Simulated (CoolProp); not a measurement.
The fluid at 326.45 K and 0.172 MPa expands adiabatically to 0.0196 MPa with isentropic efficiency 0.8. The same conditions are run with several fluids, on thermodynamics alone (safety and materials aside).

Computed with CoolProp (reference Helmholtz-energy equation of state of each fluid (sulfur hexafluoride: Guder 2009; R124: de Vries 1995; R227EA: Lemmon 2016; fluoroethane (R161): Wu 2012; carbon monoxide: Lemmon 2006)).

### Question
Rank sulfur hexafluoride, R124, R227EA, fluoroethane (R161), carbon monoxide by work (kJ/kg), highest first.

### Answer
carbon monoxide (125), fluoroethane (R161) (83.3), R124 (31.0), sulfur hexafluoride (29.3), R227EA (25.5)

```
fluid                final temperature (K)  final density (kg/m³)
-------------------  ---------------------  ---------------------
sulfur hexafluoride                  281.9                   1.22
R124                                 281.7                   1.15
R227EA                               293.2                   1.37
fluoroethane (R161)                  255.6                  0.446
carbon monoxide                      205.6                  0.321
```
